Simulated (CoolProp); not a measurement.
Vapour-liquid equilibrium of R22 (1) + dimethyl ether (2) at 0.0275 bar; x and y are mole fractions of (1).

Computed with CoolProp (multi-fluid Helmholtz-energy mixture model, Kamei 1995 and Wu 2011; pair parameters Bell 2016).

| x | bubble temperature, mixture model (°C) | bubble temperature, Raoult's law (°C) | y, mixture model | y, Raoult's law |
|---|---|---|---|---|
| 0.05 | -84.5 | -85.7 | 0.031 | 0.123 |
| 0.2 | -83.8 | -88.2 | 0.169 | 0.404 |
| 0.35 | -83.8 | -90.3 | 0.399 | 0.597 |
| 0.5 | -85.4 | -92.1 | 0.680 | 0.736 |
| 0.65 | -88.8 | -93.6 | 0.888 | 0.839 |
| 0.8 | -92.8 | -95.0 | 0.976 | 0.919 |
| 0.95 | -95.9 | -96.2 | 0.998 | 0.982 |

The largest gap from Raoult's law is +6.7 K in bubble temperature, at x = 0.5. y crosses x between x = 0.2 and 0.35: the model has an azeotrope there.

Pair parameters are fitted to limited data, so mixtures are less certain than the pure fluids.
